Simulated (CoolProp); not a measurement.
Vapour-liquid equilibrium of ethanol (1) + isohexane (2) at 18.3 bar; x and y are mole fractions of (1).

Computed with CoolProp (multi-fluid Helmholtz-energy mixture model, Schroeder 2014 and Lemmon 2006; pair parameters Bell 2016).

### Question
Give the bubble temperature and the first vapour's composition at x = 0.35, 0.5, 0.95. Is there an azeotrope?

### Answer
x = 0.35: 440.0 K, y = 0.443; x = 0.5: 438.3 K, y = 0.528; x = 0.95: 446.4 K, y = 0.905. y crosses x between x = 0.5 and 0.65: the model has an azeotrope there.

The pair parameters rest on a limited set of measurements; away from them the model extrapolates.
